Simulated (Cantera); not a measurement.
Input (Python, Cantera) and output of one run.

```python
import numpy as np
import cantera as ct

gas_names = """
    AL ALI ALI3 ALN AL2 AL2I6 I I2 N N2
""".split()
cond_names = """
    AL(cr) AL(L) ALI3(s) ALI3(L) ALN(s) I2(cr) I2(L)
""".split()


# ... load() reads the species with a 1 bar reference pressure and builds the phases ...
atoms = {
    'Al': {'AL': 1},
    'I2': {'I': 2},
    'N2': {'N': 2},
}
top_T = {'ALN(s)': 2750}  # K; cautious upper limits of use, not melting points


# ... equilibrate(T, P, feed) seeds the gas with the atoms and calls Mixture.equilibrate('TP', solver="vcs", rtol=1e-11, max_steps=5000) ...
results = []
feed = {'Al': 1, 'I2': 0.41, 'N2': 0.046}  # mol
P = 110000  # Pa
for T in [1123, 1173, 1223, 1273, 1323, 1373, 1423, 1473]:
    mix = equilibrate(T, P, feed)
    results.append((T, P, feed, dict(zip(mix.species_names, mix.species_moles))))

top = {s: max(r[3][s] / sum(r[3][g] for g in gas_names) for r in results) for s in gas_names}
cols = sorted((s for s in top if top[s] > 1e-05), key=lambda s: -top[s])[:9]
seen = [c for c in cond_names if any(r[3].get(c, 0) > 1e-12 for r in results)]
print("log10 of partial pressures in bar; condensed amounts in mol")
print(f"{'T/K':>10s}" + "".join(f"{s[:9]:>10s}" for s in cols + seen))
for T, P, feed, n in results:
    ng = sum(n[g] for g in gas_names)
    print(f"{T:10.4g}" + "".join(f"{np.log10(max(n[s] / ng * P / 1e5, 1e-99)):10.3f}" for s in cols)
          + "".join(f"{n.get(c, 0):10.4g}" for c in seen))
```

Output:

```
log10 of partial pressures in bar; condensed amounts in mol
       T/K      ALI3       ALI     AL2I6         I     AL(L)    ALN(s)
      1123    -0.000    -1.011    -2.505    -4.403    0.6175     0.092
      1173    -0.029    -0.788    -2.738    -4.060    0.6048     0.092
      1223    -0.075    -0.590    -2.989    -3.751    0.5843     0.092
      1273    -0.144    -0.419    -3.273    -3.476    0.5525     0.092
      1323    -0.247    -0.273    -3.612    -3.234    0.5043     0.092
      1373    -0.395    -0.157    -4.031    -3.026     0.435     0.092
      1423    -0.600    -0.072    -4.552    -2.856     0.346     0.092
      1473    -0.862    -0.017    -5.182    -2.720     0.253     0.092
```

These are equilibrium values from Cantera (NASA tables, ideal gas, pure condensed phases), not measurements of a reactor. Mutual solubility and eutectic melting of coexisting phases are not modelled.
